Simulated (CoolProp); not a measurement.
The numbers come from the reference Helmholtz-energy equation of state, Kamei 1995 in CoolProp.

Problem. For R22, give the phase and the density (kg/m³), isothermal compressibility (1/MPa), expansivity (1/kK) at 264.1 K and 7350 kPa; 273.2 K and 7350 kPa.

Solution. 
- 264.1 K and 7350 kPa: liquid; density 1330, isothermal compressibility 0.00223, expansivity 2.25
- 273.2 K and 7350 kPa: liquid; density 1310, isothermal compressibility 0.00255, expansivity 2.37
